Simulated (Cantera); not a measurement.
An isothermal, constant-pressure homogeneous reactor starts with CH4 : N2 = 1 : 77 (molar parts), at 2000 K and 0.133 bar. Integrator tolerance rtol = 1e-08.

Model: GRI-Mech 3.0 (53 species, 325 reactions), integrated in Cantera. GRI-Mech 3.0 stops at C3 and has no aromatics, soot or wall deposition, so with more carbon than oxygen in the feed, carbon stays in small species such as C2H2 where larger ones or solid carbon would form.

### Question
What does this change do: temperature 2000 to 1423 K?

### Answer
```csv
quantity,before,after
x(CH4) at 5.00 s,6.03e-8 (gas-phase equilibrium 9.22e-8),0.00908 (gas-phase equilibrium 1.78e-5)
x(C2H6) at 5.00 s,<1e-12 (gas-phase equilibrium <1e-12),7.73e-6 (gas-phase equilibrium 4.10e-11)
x(H2) at 5.00 s,0.0187 (gas-phase equilibrium 0.0187),0.00540 (gas-phase equilibrium 0.0190)
x(CH3) at 5.00 s,3.90e-8 (gas-phase equilibrium 5.96e-8),2.18e-5 (gas-phase equilibrium 4.74e-8)
x(H) at 5.00 s,0.000613 (gas-phase equilibrium 0.000613),6.69e-7 (gas-phase equilibrium 2.52e-6)
```
